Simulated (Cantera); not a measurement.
Charge: 1 mol Si, 0.013 mol O2, 330 mol N2, at 0.435 Torr.

Cantera equilibrium calculation (NASA polynomials, part measured and part estimated; ideal gas, pure solids and liquids). Candidate condensed phases: Si, SiO2, Si2N2O, Si3N4; 16 gas species. N2 is the only nitrogen source here; it is nearly inert below about 1500 K, so the nitride shown seldom forms there in practice. Mutual solubility and eutectic melting of coexisting phases are not modelled. The tables' values for SiN are old estimates; treat these amounts as uncertain. Kinetics and transport are ignored.

x: gas mole fraction; n: condensed amount in mol.

```tsv
T (K)	x N2	x Si	x SiO	x Si2N	x SiN	x Si2	n Si2N2O(s)	n Si3N4(s)	n Si(s)	n Si(l)
948	1.00	<1e-12	<1e-12	<1e-12	<1e-12	<1e-12	0.0260	0.316	0	0
1048	1.00	<1e-12	1.17e-12	<1e-12	<1e-12	<1e-12	0.0260	0.316	0	0
1148	1.00	<1e-12	4.05e-10	<1e-12	<1e-12	<1e-12	0.0260	0.316	0	0
1248	1.00	4.66e-11	5.41e-8	<1e-12	5.24e-12	<1e-12	0.0260	0.316	0	0
1348	1.000	6.60e-9	3.45e-6	(withheld)	4.20e-10	<1e-12	0.0249	0.316	0	0
1448	1.000	4.68e-7	7.89e-5	(withheld)	1.82e-8	3.78e-11	0	0.325	0	0
1548	1.000	1.90e-5	7.89e-5	(withheld)	4.82e-7	1.17e-8	0	0.322	0	0
1648	0.999	0.000444	7.87e-5	(withheld)	7.74e-6	1.48e-6	0	0	0.815	0
1748	0.997	0.00251	7.86e-5	(withheld)	3.13e-5	1.29e-5	0	0	0	0.0863
1848	0.997	0.00288	7.86e-5	(withheld)	2.67e-5	5.34e-6	0	0	0	0
```

**Question.** Complete the blanks.

**Answer.** 
- 1348, x Si2N: 1.05e-11
- 1448, x Si2N: 2.38e-9
- 1548, x Si2N: 2.65e-7
- 1648, x Si2N: 1.36e-5
- 1748, x Si2N: 5.34e-5
- 1848, x Si2N: 1.09e-5
